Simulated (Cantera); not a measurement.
A perfectly stirred reactor is fed with H2 : O2 : N2 = 0.0087 : 1 : 0.54 (molar parts), equivalence ratio 0.0043, at 0.00150 bar; it is held at 900 K, and followed from long to short residence time.

Model: the H2/O2 subset of GRI-Mech 3.0, which has no nitrogen chemistry, integrated in Cantera. Radical loss at walls, strong at low pressure, is not modelled. Below about 950 K walls govern HO2 and H2O2 in real vessels.

**Question.** What does this change do: pressure from 0.00150 bar to 0.0133 bar?

**Answer.** 
| quantity | before | after |
|---|---|---|
| x(H2) at τ = 20.0 s | 8.53e-5 | 6.28e-5 |
| x(O2) at τ = 20.0 s | 0.644 | 0.645 |
| x(H2O2) at τ = 20.0 s | 1.83e-9 | 1.11e-8 |
| x(H) at τ = 20.0 s | 8.20e-5 | 1.28e-6 |
| x(OH) at τ = 20.0 s | 8.99e-5 | 2.01e-5 |
| x(H2) at τ = 0.430 s | 0.00104 | 0.000475 |
| x(O2) at τ = 0.430 s | 0.643 | 0.644 |
| x(H2O2) at τ = 0.430 s | 6.49e-9 | 4.15e-8 |
| x(H) at τ = 0.430 s | 0.000791 | 4.99e-5 |
| x(OH) at τ = 0.430 s | 0.000333 | 0.000109 |
